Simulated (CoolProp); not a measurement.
500 sccm (0 °C, 1 atm) of nitrogen bubbles through liquid n-heptane at 280.3 K and leaves saturated at a total pressure of 0.0269 MPa (ideal gas phase). Each further row changes one setting.

Model: reference Helmholtz-energy equation of state, Span 2003, in CoolProp. It is a short technical equation, of lower accuracy than the large ones.

```tsv
case	vapour pressure (kPa)	mole fraction of vapour	delivery (mg/min)	delivery (sccm)	change of delivery for a bath 1 K warmer (%)
as stated	2.33	…	…	…	6.5
bath temperature 285.3 K	…	0.115	291	…	6.5
total pressure 0.0538 MPa	2.33	…	…	22.7	6.2
```

Task: Fill in the missing entries.

Result: 
- as stated, mole fraction of vapour: 0.0867
- as stated, delivery (mg/min): 212
- as stated, delivery (sccm): 47.5
- bath temperature 285.3 K, vapour pressure (kPa): 3.10
- bath temperature 285.3 K, delivery (sccm): 65.1
- total pressure 0.0538 MPa, mole fraction of vapour: 0.0434
- total pressure 0.0538 MPa, delivery (mg/min): 101
